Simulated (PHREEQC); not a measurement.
Brine (model solution)

Make-up at 15 °C: 0.5 mol/kgw Na2SO4, 0.26 mol/kgw H3BO3 and 0.47 mol/kgw NaCl. Closed to the air; pH follows from the charge balance.

Model: Pitzer model, pitzer.dat, run in PHREEQC.

Each row changes one thing in this solution. Precipitation was switched off in this run.

```json
[
 {"case": "as made", "pH": "4.67", "B3O3(OH)4- (mol/kgw)": "8.40e-5", "HSO4- (mol/kgw)": "6.78e-5", "B(OH)4- (mol/kgw)": "1.82e-5", "SI of Mirabilite (Na2SO4:10H2O)": "-0.30", "SI of Thenardite (Na2SO4)": "-1.59"},
 {"case": "H3BO3 from 0.26 to 0.52 mol/kgw", "pH": "4.21", "B3O3(OH)4- (mol/kgw)": "0.000273", "HSO4- (mol/kgw)": "0.000191", "B(OH)4- (mol/kgw)": "1.32e-5", "SI of Mirabilite (Na2SO4:10H2O)": "-0.34", "SI of Thenardite (Na2SO4)": "-1.61"},
 {"case": "NaCl from 0.47 to 0.517 mol/kgw", "pH": "4.67", "B3O3(OH)4- (mol/kgw)": "8.37e-5", "HSO4- (mol/kgw)": "6.75e-5", "B(OH)4- (mol/kgw)": "1.81e-5", "SI of Mirabilite (Na2SO4:10H2O)": "-0.28", "SI of Thenardite (Na2SO4)": "-1.57"},
 {"case": "NaCl left out", "pH": "4.78", "B3O3(OH)4- (mol/kgw)": "8.73e-5", "HSO4- (mol/kgw)": "7.24e-5", "B(OH)4- (mol/kgw)": "1.94e-5", "SI of Mirabilite (Na2SO4:10H2O)": "-0.47", "SI of Thenardite (Na2SO4)": "-1.83"},
 {"case": "diluted 5-fold with water", "pH": "5.38", "B3O3(OH)4- (mol/kgw)": "2.02e-6", "HSO4- (mol/kgw)": "7.51e-6", "B(OH)4- (mol/kgw)": "1.20e-5", "SI of Mirabilite (Na2SO4:10H2O)": "-1.54", "SI of Thenardite (Na2SO4)": "-2.96"},
 {"case": "diluted 100-fold with water", "pH": "5.95", "B3O3(OH)4- (mol/kgw)": "5.50e-10", "HSO4- (mol/kgw)": "2.66e-7", "B(OH)4- (mol/kgw)": "1.55e-6", "SI of Mirabilite (Na2SO4:10H2O)": "-4.63", "SI of Thenardite (Na2SO4)": "-6.08"},
 {"case": "H3BO3 from 0.26 to 0.026 mol/kgw", "pH": "5.55", "B3O3(OH)4- (mol/kgw)": "5.52e-7", "HSO4- (mol/kgw)": "9.11e-6", "B(OH)4- (mol/kgw)": "1.33e-5", "SI of Mirabilite (Na2SO4:10H2O)": "-0.26", "SI of Thenardite (Na2SO4)": "-1.56"},
 {"case": "Na2SO4 from 0.5 to 0.45 mol/kgw", "pH": "4.67", "B3O3(OH)4- (mol/kgw)": "8.23e-5", "HSO4- (mol/kgw)": "6.53e-5", "B(OH)4- (mol/kgw)": "1.76e-5", "SI of Mirabilite (Na2SO4:10H2O)": "-0.35", "SI of Thenardite (Na2SO4)": "-1.65"},
 {"case": "NaCl from 0.47 to 0.235 mol/kgw", "pH": "4.73", "B3O3(OH)4- (mol/kgw)": "8.56e-5", "HSO4- (mol/kgw)": "6.99e-5", "B(OH)4- (mol/kgw)": "1.88e-5", "SI of Mirabilite (Na2SO4:10H2O)": "-0.37", "SI of Thenardite (Na2SO4)": "-1.69"}
]
```

Complexes and solids missing from the database can't appear. In brines, pH and single-ion activities rest on the MacInnes convention.
